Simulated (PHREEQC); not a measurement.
A column of 0.2 m (40 cells, dispersivity 0.01 m, 300 s a shift, diffusion coefficient 3e-10 m²/s) holds 0.036 eq of the database's cation exchanger X per kg of pore water, first in equilibrium with 5.7 mmol/kgw KBr, 0.67 mmol/kgw NaCl and 0.01 mmol/kgw HCl. It is flushed with 0.0098 mol CdCl2, 0.0058 mol MnCl2 and 1e-05 mol HCl per kg of water, at 40 °C. Values are for the last cell. No CO2 enters from the air. Precipitation was switched off in this run.

All values are PHREEQC results (ion-association model, phreeqc.dat), not measurements.

```csv
pore volumes,Cd in solution (mol/kgw),Mn in solution (mol/kgw),Br in solution (mol/kgw)
0,0,0,0.00570
0.3125,0,0,0.00570
0.4625,0,0,0.00565
0.7625,0,0,0.00436
1.062,2.43e-8,1.39e-9,0.00207
1.363,9.31e-5,1.21e-5,0.000710
1.512,0.000540,0.000104,0.000386
1.812,0.00305,0.00103,0.000104
2.112,0.00590,0.00265,2.59e-5
2.413,0.00778,0.00400,6.12e-6
2.562,0.00838,0.00448,2.94e-6
2.862,0.00911,0.00511,6.68e-7
3.163,0.00948,0.00545,1.49e-7
3.462,0.00965,0.00562,3.29e-8
3.612,0.00970,0.00568,1.54e-8
3.913,0.00976,0.00574,3.36e-9
4.213,0.00978,0.00577,7.30e-10
4.513,0.00979,0.00578,1.58e-10
4.662,0.00980,0.00579,7.35e-11
4.963,0.00980,0.00579,1.59e-11
```

At this temperature some constants are extrapolated from 25 °C, and those without enthalpy data are left unchanged.
